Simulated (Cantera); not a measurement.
Input (Python, Cantera) and output of one run.

```python
import numpy as np
import cantera as ct

gas_names = [...]  # 62 gases of nasa_gas.yaml made of B, F, H, N, O
cond_names = """
    B(b) B(L) BN(s) B2O3(L) B3O3H3(cr) H2O(s) H2O(L)
""".split()


# ... load() reads the species with a 1 bar reference pressure and builds the phases ...
atoms = {
    'BF3': {'B': 1, 'F': 3},
    'H2': {'H': 2},
    'N2': {'N': 2},
    'O2': {'O': 2},
}
top_T = {'BN(s)': 3200}  # K; cautious upper limits of use, not melting points


# ... equilibrate(T, P, feed) seeds the gas with the atoms and calls Mixture.equilibrate('TP', solver="vcs", rtol=1e-11, max_steps=5000) ...
results = []
P = 72000  # Pa
for T in [1100, 1200, 1300, 1400, 1500, 1600, 1700, 1800, 1900, 2000]:
    for m in [0.097, 0.15, 0.23, 0.35, 0.54, 0.83, 1.3, 2, 3, 4.6, 7.1]:
        feed = {'BF3': 1, 'H2': 7.7, 'N2': 160, 'O2': m}  # mol
        mix = equilibrate(T, P, feed)
        results.append((T, P, feed, dict(zip(mix.species_names, mix.species_moles))))

for T, P, feed, n in results:
    print(f"{T:7g} {feed['O2']:10.4g}  " + (" + ".join(c for c in cond_names if n.get(c, 0) > 1e-12) or "gas only"))
```

Result:

```
   1100      0.097  BN(s)
   1100       0.15  gas only
   1100       0.23  gas only
   1100       0.35  B2O3(L)
   1100       0.54  B2O3(L)
   1100       0.83  B2O3(L)
   1100        1.3  B2O3(L)
   1100          2  B2O3(L)
   1100          3  B2O3(L)
   1100        4.6  B2O3(L)
   1100        7.1  B2O3(L)
   1200      0.097  BN(s)
   1200       0.15  gas only
   1200       0.23  gas only
   1200       0.35  B2O3(L)
   1200       0.54  B2O3(L)
   1200       0.83  B2O3(L)
   1200        1.3  B2O3(L)
   1200          2  B2O3(L)
   1200          3  B2O3(L)
   1200        4.6  B2O3(L)
   1200        7.1  B2O3(L)
   1300      0.097  BN(s)
   1300       0.15  gas only
   1300       0.23  gas only
   1300       0.35  gas only
   1300       0.54  B2O3(L)
   1300       0.83  B2O3(L)
   1300        1.3  B2O3(L)
   1300          2  B2O3(L)
   1300          3  B2O3(L)
   1300        4.6  B2O3(L)
   1300        7.1  B2O3(L)
   1400      0.097  BN(s)
   1400       0.15  gas only
   1400       0.23  gas only
   1400       0.35  gas only
   1400       0.54  gas only
   1400       0.83  gas only
   1400        1.3  gas only
   1400          2  B2O3(L)
   1400          3  B2O3(L)
   1400        4.6  B2O3(L)
   1400        7.1  B2O3(L)
   1500      0.097  BN(s)
   1500       0.15  gas only
   1500       0.23  gas only
   1500       0.35  gas only
   1500       0.54  gas only
   1500       0.83  gas only
   1500        1.3  gas only
   1500          2  gas only
   1500          3  gas only
   1500        4.6  gas only
   1500        7.1  gas only
   1600      0.097  BN(s)
   1600       0.15  BN(s)
   1600       0.23  gas only
   1600       0.35  gas only
   1600       0.54  gas only
   1600       0.83  gas only
   1600        1.3  gas only
   1600          2  gas only
   1600          3  gas only
   1600        4.6  gas only
   1600        7.1  gas only
   1700      0.097  BN(s)
   1700       0.15  BN(s)
   1700       0.23  gas only
   1700       0.35  gas only
   1700       0.54  gas only
   1700       0.83  gas only
   1700        1.3  gas only
   1700          2  gas only
   1700          3  gas only
   1700        4.6  gas only
   1700        7.1  gas only
   1800      0.097  BN(s)
   1800       0.15  BN(s)
   1800       0.23  gas only
   1800       0.35  gas only
   1800       0.54  gas only
   1800       0.83  gas only
   1800        1.3  gas only
   1800          2  gas only
   1800          3  gas only
   1800        4.6  gas only
   1800        7.1  gas only
   1900      0.097  BN(s)
   1900       0.15  gas only
   1900       0.23  gas only
   1900       0.35  gas only
   1900       0.54  gas only
   1900       0.83  gas only
   1900        1.3  gas only
   1900          2  gas only
   1900          3  gas only
   1900        4.6  gas only
   1900        7.1  gas only
   2000      0.097  gas only
   2000       0.15  gas only
   2000       0.23  gas only
   2000       0.35  gas only
   2000       0.54  gas only
   2000       0.83  gas only
   2000        1.3  gas only
   2000          2  gas only
   2000          3  gas only
   2000        4.6  gas only
   2000        7.1  gas only
```

These are equilibrium values from Cantera (NASA tables, ideal gas, pure condensed phases), not measurements of a reactor. N2 is the only nitrogen source here; it is nearly inert below about 1500 K, so the nitride shown seldom forms there in practice. The tables' values for BF2 are old estimates.
